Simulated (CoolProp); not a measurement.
Values from CoolProp's reference Helmholtz-energy equation of state, Lemmon 2006. It is a short technical equation, of lower accuracy than the large ones.

### Question
Give the vapour pressure (bar), vapour density (kg/m³), enthalpy of vaporisation (kJ/kg), liquid cp (kJ/(kg K)) of saturated nitrous oxide at -9.55 °C.

### Answer
```json
[
 {"T (°C)": "-9.55", "p (bar)": "24.2", "vapour density (kg/m³)": "64.1", "enthalpy of vaporisation (kJ/kg)": "255", "liquid cp (kJ/(kg K))": "2.11"}
]
```
